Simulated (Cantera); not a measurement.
A freely propagating, adiabatic, planar premixed flame of CH4 : O2 : N2 = 1 : 2.5 : 9.4 (molar parts), equivalence ratio 0.80, unburnt at 675 K and 0.109 atm; mixture-averaged transport, grid criteria slope 0.08 and curve 0.16, no radiation.

Detailed kinetics in Cantera: GRI-Mech 3.0 (53 species, 325 reactions). Burning velocities carry a grid error of a few per cent, more on coarse grids.

Problem. Predict: laminar burning velocity; thermal thickness; peak x(CH2O); peak x(C2H6); peak x(CH2).

Solution. 
```json
{
 "laminar_burning_velocity": "216 cm/s",
 "thermal_thickness": "2.41 mm",
 "peak x(CH2O)": "0.00102",
 "peak x(C2H6)": "0.000777",
 "peak x(CH2)": "4.43e-5"
}
```
